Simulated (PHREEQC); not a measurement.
Metal-bearing waste water

Make-up at 25 °C: 0.0081 mol CdCl2, 4.5e-05 mol MgSO4, 0.0055 mol H2SO4 and 0.007 mol NaCl per kg of water. Closed to the air; pH follows from the charge balance.

Equilibrium calculation in PHREEQC: ion-association model, phreeqc.dat.

Each row changes one thing in this solution. Precipitation was switched off in this run.

| case | pH | ionic strength (mol/kgw) | Cl- (mol/kgw) | Cd+2 (mol/kgw) | CdCl+ (mol/kgw) | SO4-2 (mol/kgw) | SI of Cd(OH)2 (Cd(OH)2) |
|---|---|---|---|---|---|---|---|
| as made | 2.08 | 0.0340 | 0.0194 | 0.00365 | 0.00340 | 0.00309 | -12.22 |
| H2SO4 left out | 5.92 | 0.0229 | ___ | 0.00393 | 0.00392 | 3.26e-5 | -4.47 |
| CdCl2 from 0.0081 to 0.00162 mol/kgw | 2.09 | ___ | 0.00976 | 0.000874 | 0.000453 | ___ | -12.79 |
| NaCl left out | 2.08 | 0.0279 | 0.0132 | 0.00417 | 0.00278 | 0.00295 | -12.15 |
| MgSO4 left out | 2.08 | 0.0339 | 0.0194 | 0.00365 | 0.00340 | 0.00306 | -12.22 |

Question: Fill in the missing entries.

Answer: 
- H2SO4 left out, Cl- (mol/kgw): 0.0188
- CdCl2 from 0.0081 to 0.00162 mol/kgw, ionic strength (mol/kgw): 0.0228
- CdCl2 from 0.0081 to 0.00162 mol/kgw, SO4-2 (mol/kgw): 0.00341
